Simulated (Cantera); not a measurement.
**Carbon deposition, reforming and gasification: acetone + H₂**

Charge: 1 mol acetone, 34 mol H₂, at 650 °C and 1.00 bar.

Equilibrium computed with Cantera from the NASA thermochemical tables; the gas is ideal and each condensed phase is pure. Candidate condensed phases: C, C₆H₆, C₇H₈, C₈H₁₈, H₂O; 110 gas species. The feed counts by its element totals alone. Rates play no part.

```
Property                                   Result
--------------------------------------  ---------
x(H₂)                                       0.891
x(CH₄)                                     0.0799
x(H₂O)                                     0.0215
x(CO)                                     0.00679
x(CO₂)                                   0.000335
gas amount                              34.49 mol
log10 activity of C(graphite) (absent)      -0.36
```
